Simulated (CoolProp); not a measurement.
Saturation properties of R227EA.

Computed with CoolProp (reference Helmholtz-energy equation of state, Lemmon 2016).

```tsv
T (K)	p (kPa)	enthalpy of vaporisation (kJ/kg)	liquid cp (kJ/(kg K))
184.2	0.9124	160.0	0.9666
193.2	___	156.7	0.9785
202.3	4.350	153.2	0.9909
211.3	8.392	149.9	1.004
220.4	15.27	146.4	1.017
229.4	___	142.9	1.031
238.5	___	139.3	1.046
247.5	66.55	135.7	1.062
256.6	100.4	131.9	1.079
265.6	146.0	127.9	___
274.7	206.9	123.7	1.118
```

What belongs in the gaps?


- 193.2, p (kPa): 2.073
- 229.4, p (kPa): 26.09
- 238.5, p (kPa): 42.68
- 265.6, liquid cp (kJ/(kg K)): 1.097

It boils at 256.8 K under 1 atm.
